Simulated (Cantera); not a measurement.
Input: 1 mol SiF4, 0.27 mol N2, equilibrated at 2073.15 K and 0.133 bar.

These are equilibrium values from Cantera (NASA tables, ideal gas, pure condensed phases), not measurements of a reactor. Candidate condensed phases: Si, Si3N4; 16 gas species. The tables' values for SiF3 are old estimates; treat these amounts as uncertain. Kinetics and transport are ignored.

Base state: SiF4 0.786, N2 0.212, F 0.000814, SiF3 0.000813 (mole fractions); condensed: gas only.

What changes in the equilibrium state with this change: pressure from 0.133 bar to 24.0 Pa?


```json
[
 {"species": "SiF4", "before": "0.786", "after": "0.754"},
 {"species": "N2", "before": "0.212", "after": "0.209"},
 {"species": "F", "before": "0.000814", "after": "0.0189"},
 {"species": "SiF3", "before": "0.000813", "after": "0.0186"},
 {"species": "SiF2", "before": "2.31e-7", "after": "0.000127"}
]
```
The tables' values for SiF3, SiF2 are old estimates; treat these amounts as uncertain.
